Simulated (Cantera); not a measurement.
Input: 1 mol SiC, 0.0019 mol O₂, 16 mol H₂, at 952 °C and 100 Torr.

These are equilibrium values from Cantera (NASA tables, ideal gas, pure condensed phases), not measurements of a reactor. Candidate condensed phases: C, C₆H₆, C₇H₈, C₈H₁₈, H₂O, Si, SiC, SiO₂; 123 gas species. Mutual solubility and eutectic melting of coexisting phases are not modelled. The tables hold silica as quartz up to 1696 K and as liquid above; real silica turns to tridymite and cristobalite and melts near 1996 K. Kinetics and transport are ignored.

Base state: H₂ 1.000, CH₄ 0.000103, CO 1.08e-5 (mole fractions); condensed: SiC(s) + SiO₂(β-quartz).

### Question
What changes in the equilibrium state with this change: temperature from 952 °C to 1375 °C?

### Answer
| species | before | after |
|---|---|---|
| H₂ | 1.000 | 1.000 |
| H | 8.53e-7 | 0.000244 |
| SiO | 1.48e-6 | 0.000123 |
| CO | 1.08e-5 | 0.000115 |
| CH₄ | 0.000103 | 1.01e-5 |
| SiC(s), mol | 0.998 | 0.998 |
| SiO₂(β-quartz), mol | 0.00180 | 0 |

### Question
What changes in the equilibrium state with this change: temperature from 952 °C to 1052 °C?

### Answer
```json
[
 {"species": "H₂", "before": "1.000", "after": "1.000"},
 {"species": "CO", "before": "1.08e-5", "after": "6.28e-5"},
 {"species": "CH₄", "before": "0.000103", "after": "3.84e-5"},
 {"species": "SiO", "before": "1.48e-6", "after": "2.91e-5"},
 {"species": "SiC(s), mol", "before": "0.998", "after": "0.998"},
 {"species": "SiO₂(β-quartz), mol", "before": "0.00180", "after": "0.00115"}
]
```

### Question
What changes in the equilibrium state with this change: SiC replaced by Si₃N₄?

### Answer
```json
[
 {"species": "H₂", "before": "1.000", "after": "1.000"},
 {"species": "N₂", "before": "0", "after": "7.91e-5"},
 {"species": "CH₄", "before": "0.000103", "after": "0"},
 {"species": "CO", "before": "1.08e-5", "after": "0"},
 {"species": "SiC(s), mol", "before": "0.998", "after": "0"},
 {"species": "SiO₂(β-quartz), mol", "before": "0.00180", "after": "0"},
 {"species": "Si₂N₂O(s), mol", "before": "0", "after": "0.00380"},
 {"species": "Si₃N₄(s), mol", "before": "0", "after": "0.997"}
]
```
Further candidate phases: Si₂N₂O, Si₃N₄.
